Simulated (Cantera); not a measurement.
What does this Cantera script print?

```python
import numpy as np
import cantera as ct

gas_names = [...]  # 110 gases of nasa_gas.yaml made of C, H, O
cond_names = """
    C(gr) C6H6(L) C7H8(L) C8H18(L),n-octa H2O(s) H2O(L)
""".split()


# ... load() reads the species with a 1 bar reference pressure and builds the phases ...
atoms = {
    'acetone': {'C': 3, 'H': 6, 'O': 1},
    'H2O': {'H': 2, 'O': 1},
}
top_T = {'C(gr)': 4500}  # K; cautious upper limits of use, not melting points


# ... equilibrate(T, P, feed) seeds the gas with the atoms and calls Mixture.equilibrate('TP', solver="vcs", rtol=1e-11, max_steps=5000) ...
results = []
feed = {'acetone': 1, 'H2O': 2.6}  # mol
P = 1333.22  # Pa
for T in [1898, 1973, 2048, 2123, 2198, 2273, 2348, 2423, 2498, 2573, 2648, 2723, 2798, 2873]:
    mix = equilibrate(T, P, feed)
    results.append((T, P, feed, dict(zip(mix.species_names, mix.species_moles))))

top = {s: max(r[3][s] / sum(r[3][g] for g in gas_names) for r in results) for s in gas_names}
cols = sorted((s for s in top if top[s] > 0.0001), key=lambda s: -top[s])[:9]
seen = [c for c in cond_names if any(r[3].get(c, 0) > 1e-12 for r in results)]
print("log10 of partial pressures in bar; condensed amounts in mol")
print(f"{'T/K':>10s}" + "".join(f"{s[:9]:>10s}" for s in cols + seen))
for T, P, feed, n in results:
    ng = sum(n[g] for g in gas_names)
    print(f"{T:10.4g}" + "".join(f"{np.log10(max(n[s] / ng * P / 1e5, 1e-99)):10.3f}" for s in cols)
          + "".join(f"{n.get(c, 0):10.4g}" for c in seen))
```

It prints:

```
log10 of partial pressures in bar; condensed amounts in mol
       T/K        H2         H        CO       H2O         O        OH       CO2        O2
      1898    -2.107    -4.161    -2.344    -3.089    -8.407    -6.229    -3.949    -9.748
      1973    -2.110    -3.925    -2.345    -3.087    -7.873    -5.925    -3.973    -9.214
      2048    -2.114    -3.707    -2.345    -3.086    -7.377    -5.642    -3.995    -8.717
      2123    -2.119    -3.505    -2.347    -3.087    -6.915    -5.380    -4.016    -8.255
      2198    -2.127    -3.318    -2.349    -3.090    -6.485    -5.137    -4.035    -7.822
      2273    -2.138    -3.145    -2.353    -3.095    -6.081    -4.911    -4.052    -7.416
      2348    -2.153    -2.985    -2.358    -3.105    -5.703    -4.701    -4.070    -7.035
      2423    -2.174    -2.838    -2.366    -3.119    -5.347    -4.506    -4.087    -6.675
      2498    -2.202    -2.704    -2.375    -3.141    -5.012    -4.328    -4.106    -6.338
      2573    -2.238    -2.583    -2.387    -3.173    -4.699    -4.167    -4.129    -6.024
      2648    -2.283    -2.474    -2.402    -3.221    -4.409    -4.026    -4.159    -5.739
      2723    -2.341    -2.378    -2.419    -3.291    -4.146    -3.911    -4.201    -5.491
      2798    -2.410    -2.295    -2.439    -3.392    -3.916    -3.829    -4.263    -5.295
      2873    -2.493    -2.225    -2.460    -3.532    -3.725    -3.788    -4.352    -5.163
```

Cantera equilibrium calculation (NASA polynomials, part measured and part estimated; ideal gas, pure solids and liquids). The feed counts by its element totals alone.
